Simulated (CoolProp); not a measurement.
Octamethyltrisiloxane (MDM) along the isotherm 301.85 °C: Z from the reference equation and from simpler models built on Tc = 292.2 °C, pc = 14.38 bar, ω = 0.528; each cubic takes its own stable root.

Model: reference Helmholtz-energy equation of state, Thol 2017, in CoolProp.

```json
[
 {"p (bar)": "18", "phase": "supercritical", "reference": "0.2508", "van der Waals": "0.3272", "Peng-Robinson": "0.2836"},
 {"p (bar)": "35.9", "phase": "supercritical", "reference": "0.3737", "van der Waals": "0.5110", "Peng-Robinson": "0.3814"},
 {"p (bar)": "53.9", "phase": "supercritical", "reference": "0.5211", "van der Waals": "0.7074", "Peng-Robinson": "0.5129"},
 {"p (bar)": "71.9", "phase": "supercritical", "reference": "0.6646", "van der Waals": "0.8981", "Peng-Robinson": "0.6405"},
 {"p (bar)": "89.8", "phase": "supercritical", "reference": "0.8035", "van der Waals": "1.083", "Peng-Robinson": "0.7638"},
 {"p (bar)": "108", "phase": "supercritical", "reference": "0.9416", "van der Waals": "1.267", "Peng-Robinson": "0.8861"},
 {"p (bar)": "126", "phase": "supercritical", "reference": "1.076", "van der Waals": "1.446", "Peng-Robinson": "1.004"},
 {"p (bar)": "144", "phase": "supercritical", "reference": "1.207", "van der Waals": "1.623", "Peng-Robinson": "1.121"}
]
```
